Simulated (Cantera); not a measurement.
A Cantera script and its output.

```python
import numpy as np
import cantera as ct

gas = ct.Solution("gri30.yaml")
gas.TPX = 675, 210000, {'CH4': 1, 'O2': 1.54, 'N2': 10.2}
inlet = ct.Reservoir(gas, clone=True)
gas.equilibrate("HP")  # start burning
reactor = ct.IdealGasConstPressureReactor(gas, energy="on", clone=False)
exhaust = ct.Reservoir(gas, clone=True)
tau = [0.12, 0.038, 0.013, 0.0043, 0.0014, 0.00047, 0.00016, 5.3e-05, 1.8e-05, 5.9e-06][0]
for a, b in ((inlet, reactor), (reactor, exhaust)):
    ct.MassFlowController(a, b, mdot=lambda t: reactor.mass / tau)
net = ct.ReactorNet([reactor])
show = ['CH4', 'O2', 'C2H', 'NO', 'HO2', 'CH2']

rows = []
print(f"{'tau/s':>10s}{'T/K':>9s}" + "".join(f"{s:>11s}" for s in show))
for tau in [0.12, 0.038, 0.013, 0.0043, 0.0014, 0.00047, 0.00016, 5.3e-05, 1.8e-05, 5.9e-06]:
    net.initial_time = 0.0
    net.advance(30 * tau)
    before = gas.X
    net.advance(40 * tau)
    drift = np.max(np.abs(gas.X - before) / (gas.X + 1e-9))
    rows.append([gas.T, *gas[show].X, drift])
    print(f"{tau:10.3e}{gas.T:9.1f}" + "".join(f"{x:11.3e}" for x in gas[show].X))
```

Output:

```
     tau/s      T/K        CH4         O2        C2H         NO        HO2        CH2
 1.200e-01   1853.0  1.103e-03  3.348e-04  1.895e-08  2.625e-05  6.606e-08  3.957e-07
 3.800e-02   1849.2  1.469e-03  7.744e-04  4.047e-08  2.570e-05  1.880e-07  9.672e-07
 1.300e-02   1839.5  1.753e-03  1.575e-03  6.854e-08  2.525e-05  4.980e-07  2.109e-06
 4.300e-03   1818.2  2.142e-03  3.232e-03  1.002e-07  2.223e-05  1.402e-06  4.296e-06
 1.400e-03   1759.7  3.432e-03  8.021e-03  1.066e-07  1.031e-05  4.978e-06  6.791e-06
 4.700e-04    675.0  7.849e-02  1.209e-01 -1.452e-40 -3.188e-19  7.361e-15  6.035e-33
 1.600e-04    675.0  7.849e-02  1.209e-01  5.047e-43  1.534e-22  2.504e-15  1.256e-33
 5.300e-05    675.0  7.849e-02  1.209e-01 -2.584e-45  4.859e-26  8.308e-16  4.670e-35
 1.800e-05    675.0  7.849e-02  1.209e-01  5.989e-49  2.623e-29  2.823e-16  3.806e-35
 5.900e-06    675.0  7.849e-02  1.209e-01  3.430e-52  3.847e-32  9.270e-17  1.013e-35
```

Detailed kinetics in Cantera: GRI-Mech 3.0 (53 species, 325 reactions).
